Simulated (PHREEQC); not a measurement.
# Brine: speciation

Solution (20 °C): 1.65 mol/kgw MgSO4 and 1.6 mol/kgw KCl. Closed to the air; pH follows from the charge balance.

The numbers come from PHREEQC with the Pitzer model, pitzer.dat.

Precipitation was switched off in this run.

Task: Predict the activity of water, density, osmotic coefficient.

Result: activity of water 0.897; density 1.227 g/cm³; osmotic coefficient 0.928.

The solution is supersaturated, for example in Arcanite, Schoenite, so a real one may precipitate; this is no full list.
